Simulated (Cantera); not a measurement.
Feed: 1 mol CH₃SiH₃, 0.041 mol C₂H₂, 900 mol H₂, equilibrated at 105 Torr.

Method: chemical equilibrium by Gibbs-energy minimisation in Cantera with the NASA 1993 tables (ideal gas, pure condensed phases). Candidate condensed phases: C, C₆H₆, C₇H₈, C₈H₁₈, Si, SiC; 87 gas species. The feed counts by its element totals alone. Gases not in the tables: Si₂H₆ and higher silanes. Kinetics and transport are ignored.

Q: Which condensed phases are stable at each of these points (T (K)): 1398, 1548, 1698, 1848, 1998, 2148, 2298?

A: 
```tsv
T (K)	condensed phases	Si condensed (%)
1398	SiC(s)	100.0
1548	SiC(s)	100.0
1698	SiC(s)	99.9
1848	SiC(s)	99.2
1998	SiC(s)	92.2
2148	SiC(s)	51.7
2298	gas only	0.0
```

From 1398 K to 2148 K the condensed part is SiC(s). At 2298 K nothing is condensed.
